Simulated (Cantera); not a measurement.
## Thermodynamics of abatement and gas-phase synthesis, feed CS2 + H2O + O2

Charge: 1 mol CS2, 0.13 mol H2O, a varied amount of O2, held at 2673.15 K and 5180 Torr.

Equilibrium computed with Cantera from the NASA thermochemical tables; the gas is ideal and each condensed phase is pure. Candidate condensed phases: C, C6H6, C7H8, C8H18, H2O, H2SO4, S; 123 gas species. Rates play no part.

| n(O2) (mol) | x O2 | x SO2 | x CO | x S2 | x CO2 | x SO | x H2O | x H2 | x SH | x S | x O |
|---|---|---|---|---|---|---|---|---|---|---|---|
| 0.45 | 1.34e-7 | 0.000420 | 0.455 | 0.430 | 0.00503 | 0.00623 | 0.00252 | 0.0342 | 0.0264 | 0.0216 | 4.49e-6 |
| 0.7 | 1.68e-5 | 0.0479 | 0.388 | 0.354 | 0.0482 | 0.0633 | 0.0184 | 0.0222 | 0.0193 | 0.0196 | 5.03e-5 |
| 1.1 | 6.68e-5 | 0.158 | 0.322 | 0.245 | 0.0796 | 0.105 | 0.0256 | 0.0155 | 0.0134 | 0.0163 | 0.000100 |
| 1.7 | 0.000195 | 0.322 | 0.253 | 0.119 | 0.107 | 0.125 | 0.0295 | 0.0105 | 0.00770 | 0.0114 | 0.000171 |
| 2.6 | 0.00154 | 0.548 | 0.147 | 0.00556 | 0.174 | 0.0759 | 0.0347 | 0.00439 | 0.00108 | 0.00246 | 0.000480 |
| 4 | 0.243 | 0.471 | 0.0150 | 1.63e-7 | 0.224 | 0.00518 | 0.0266 | 0.000268 | 1.44e-6 | 1.33e-5 | 0.00605 |
| 6.2 | 0.498 | 0.309 | 0.00699 | 1.68e-8 | 0.149 | 0.00238 | 0.0164 | 0.000115 | 3.03e-7 | 4.27e-6 | 0.00865 |
| 9.6 | 0.668 | 0.202 | 0.00396 | 3.98e-9 | 0.0979 | 0.00134 | 0.00997 | 6.05e-5 | 1.07e-7 | 2.08e-6 | 0.0100 |
x: gas mole fraction; nothing condenses.

From 0.45 mol O2 to 9.6 mol O2 nothing is condensed. The main C-bearing gas is CO at 0.45 mol O2 and CO2 at 9.6 mol O2.
